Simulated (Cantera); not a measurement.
Feed: 1 mol SiF4, a varied amount of NH3, 0.18 mol H2, equilibrated at 0.100 bar.

Method: chemical equilibrium by Gibbs-energy minimisation in Cantera with the NASA 1993 tables (ideal gas, pure condensed phases). Candidate condensed phases: Si, Si3N4; 37 gas species. The tables' values for SiF2, SiF3 are old estimates. Rates play no part.

### Question
What condenses at these points (T in K, n(NH3) in mol): (1400, 23); (1500, 12); (1500, 12); (800, 3.3); (900, 3.3)?

### Answer
```tsv
T (K)	n(NH3) in mol	condensed phases	Si condensed (%)
1400	23	Si3N4	2.6
1500	12	gas only	0.0
1500	12	gas only	0.0
800	3.3	gas only	0.0
900	3.3	Si3N4	0.0
```
